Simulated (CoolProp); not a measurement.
Sulfur hexafluoride at several states: Z from the reference equation and from simpler models built on Tc = 318.7 K, pc = 3.755 MPa, ω = 0.210; each cubic takes its own stable root.

Values from CoolProp's reference Helmholtz-energy equation of state, Guder 2009.

| T (K) | p (MPa) | phase | reference | van der Waals | Soave-Redlich-Kwong |
|---|---|---|---|---|---|
| 485.5 | 0.628 | gas | 0.9883 | 0.9832 | 0.9894 |
| 499.7 | 5.36 | supercritical | 0.9237 | 0.8687 | 0.9364 |
| 566 | 0.0823 | gas | 0.9993 | 0.9986 | 0.9995 |
| 356.8 | 0.0726 | gas | 0.9956 | 0.9956 | 0.9955 |
| 310.1 | 7.48 | liquid | 0.3054 | 0.4250 | 0.3342 |
